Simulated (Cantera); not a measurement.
A closed system holds: 1 mol BN, 78 mol HCl, 0.7 mol N2, held at 1025 K and 0.00240 bar.

Equilibrium computed with Cantera from the NASA thermochemical tables; the gas is ideal and each condensed phase is pure. Candidate condensed phases: B, BN, NH4Cl; 21 gas species. Gases not in the tables: BHCl2. Rates play no part.

Base state: HCl 0.963, H2 0.0138, N2 0.0135, BCl3 0.00923 (mole fractions); condensed: BN(s).

Question: What changes in the equilibrium state with this change: BN replaced by AlN?

Answer: 
```csv
species,before,after
HCl,0.963,0.953
H2,0.0138,0.0191
N2,0.0135,0.0152
AlCl3,0,0.0127
BCl3,0.00923,0
"BN(s), mol",0.274,0
```
Further candidate phases: Al, AlCl3, AlN.
